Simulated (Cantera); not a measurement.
Low-pressure radical oxidation in H2/O2

A perfectly stirred reactor is fed with H₂ : O₂ = 0.017 : 1 (molar parts), at 1330 Pa; it is held at 1198 K, and followed from long to short residence time.

Cantera simulation using the H2/O2 subset of GRI-Mech 3.0, which has no nitrogen chemistry; the numbers are that mechanism's predictions, not measurements. Radical loss at walls, strong at low pressure, is not modelled.

| τ (s) | x H₂ | x O₂ | x O | x OH | x H₂O | x HO₂ | x H |
|---|---|---|---|---|---|---|---|
| 27 | 1.00e-5 | 0.983 | 0.000320 | 0.000204 | 0.0167 | 2.03e-7 | 4.27e-6 |
| 7.3 | 2.17e-5 | 0.982 | 0.000749 | 0.000313 | 0.0167 | 3.51e-7 | 1.54e-5 |
| 2.0 | 4.59e-5 | 0.981 | 0.00168 | 0.000474 | 0.0165 | 5.64e-7 | 5.24e-5 |
| 0.54 | 9.67e-5 | 0.979 | 0.00356 | 0.000705 | 0.0163 | 8.46e-7 | 0.000165 |
| 0.15 | 0.000203 | 0.976 | 0.00647 | 0.000996 | 0.0159 | 1.16e-6 | 0.000427 |
| 0.040 | 0.000470 | 0.973 | 0.00949 | 0.00136 | 0.0152 | 1.48e-6 | 0.000866 |
| 0.011 | 0.00121 | 0.971 | 0.0106 | 0.00183 | 0.0139 | 1.78e-6 | 0.00133 |
| 0.0030 | 0.00338 | 0.972 | 0.00913 | 0.00237 | 0.0114 | 2.02e-6 | 0.00159 |
x: mole fraction; the columns are a selection and need not sum to one.
